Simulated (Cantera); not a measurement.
Reactions in the system N-O-V

Cantera with NASA thermochemical tables; ideal gases at 1 bar, condensed phases pure. Values are per mole of reaction as written; species without (g) are pure solids or liquids, kept so even where they would boil at 1 bar. VN: taken at fixed stoichiometry.

5 V₂O₅ + 2 VN ⇌ 6 V₂O₄ + N₂O(g)

| T (K) | ΔH° (kJ) | ΔS° (J/K) | ΔG° (kJ) | log10 K | condensed phases |
|---|---|---|---|---|---|
| 300 | -294.2 | 113.7 | -328.3 | 57.16 | V₂O₅(s), VN(s), V₂O₄(s) |
| 775 | -238.3 | 277.4 | -453.3 | 30.55 | V₂O₅(s), VN(s), V₂O₄(s) |
| 825 | -238.5 | 277.2 | -467.2 | 29.58 | V₂O₅(s), VN(s), V₂O₄(s) |
| 875 | -238.7 | 277.0 | -481.0 | 28.72 | V₂O₅(s), VN(s), V₂O₄(s) |
| 925 | -239.0 | 276.6 | -494.9 | 27.94 | V₂O₅(s), VN(s), V₂O₄(s) |
| 975 | -563.2 | -67.2 | -497.7 | 26.66 | V₂O₅(l), VN(s), V₂O₄(s) |
| 1025 | -565.3 | -69.3 | -494.3 | 25.19 | V₂O₅(l), VN(s), V₂O₄(s) |
| 1075 | -567.1 | -70.9 | -490.8 | 23.85 | V₂O₅(l), VN(s), V₂O₄(s) |
| 1125 | -568.5 | -72.3 | -487.2 | 22.62 | V₂O₅(l), VN(s), V₂O₄(s) |
